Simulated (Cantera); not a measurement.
A closed system holds: 1 mol C3H8, 17 mol H2, held at 2300 K and 27000 Torr.

Cantera equilibrium calculation (NASA polynomials, part measured and part estimated; ideal gas, pure solids and liquids). Candidate condensed phases: C, C6H6, C7H8, C8H18; 76 gas species. The ideal-gas law is rough above about 30 bar. Kinetics and transport are ignored.

Base state: H2 0.986, CH4 0.00750, C2H2 (acetylene) 0.00426, H 0.00160, C2H4 0.000238, CH3 0.000229 (mole fractions); condensed: C(graphite).

Task: What changes in the equilibrium state with this change: temperature from 2300 K to 2625 K?

Result: 
```json
[
 {"species": "H2", "before": "0.986", "after": "0.970"},
 {"species": "C2H2 (acetylene)", "before": "0.00426", "after": "0.0173"},
 {"species": "H", "before": "0.00160", "after": "0.00697"},
 {"species": "C2H", "before": "3.13e-7", "after": "1.15e-5"},
 {"species": "C4H2", "before": "7.54e-6", "after": "0.000128"},
 {"species": "C2H2 (vinylidene)", "before": "1.59e-6", "after": "2.02e-5"},
 {"species": "C(graphite), mol", "before": "2.65", "after": "2.15"}
]
```

Task: What changes in the equilibrium state with this change: temperature from 2300 K to 2248.15 K?

Result: 
| species | before | after |
|---|---|---|
| H2 | 0.986 | 0.987 |
| CH4 | 0.00750 | 0.00833 |
| C2H2 (acetylene) | 0.00426 | 0.00327 |
| H | 0.00160 | 0.00122 |
| CH3 | 0.000229 | 0.000195 |
| C2H4 | 0.000238 | 0.000228 |
| C(graphite), mol | 2.65 | 2.68 |

Task: What changes in the equilibrium state with this change: temperature from 2300 K to 1623 K?

Result: 
```json
[
 {"species": "H2", "before": "0.986", "after": "0.952"},
 {"species": "CH4", "before": "0.00750", "after": "0.0483"},
 {"species": "C2H4", "before": "0.000238", "after": "0.000104"},
 {"species": "C2H2 (acetylene)", "before": "0.00426", "after": "3.32e-5"},
 {"species": "H", "before": "0.00160", "after": "1.12e-5"},
 {"species": "CH3", "before": "0.000229", "after": "1.16e-5"},
 {"species": "C2H6", "before": "1.44e-6", "after": "1.30e-5"},
 {"species": "C(graphite), mol", "before": "2.65", "after": "2.03"}
]
```
